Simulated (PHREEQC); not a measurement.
## Leach liquor

Dissolve 3 mmol/kgw H2SO4 and 11 mmol/kgw MnSO4 at 25 °C. Closed to the air; pH follows from the charge balance.

The numbers come from PHREEQC with the ion-association model, wateq4f.dat.

| Quantity | Result |
|---|---|
| pH | 2.45 |
| ionic strength | 0.0364 mol/kgw |
| total alkalinity | -6.00 meq/kg |

```
species  molality  activity   log γ
-------  --------  --------  ------
SO4-2     0.00892   0.00449  -0.298
Mn+2      0.00779   0.00406  -0.283
H+        0.00414   0.00358  -0.062
MnSO4     0.00321   0.00324   0.004
HSO4-     0.00186   0.00156  -0.076
```

Precipitation was switched off in this run. Complexes and solids missing from the database can't appear.
